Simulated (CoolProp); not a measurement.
Methanol at several states: Z from the reference equation and from simpler models built on Tc = 513.4 K, pc = 8.216 MPa, ω = 0.565; each cubic takes its own stable root.

Computed with CoolProp (reference Helmholtz-energy equation of state, de Reuck 1993).

```csv
T (K),p (MPa),phase,reference,van der Waals,Peng-Robinson
198.1,0.763,liquid,0.01682,0.03462,0.02008
578.6,0.0563,gas,0.9986,0.9985,0.9983
522.9,8.36,supercritical,0.4900,0.5211,0.5052
```
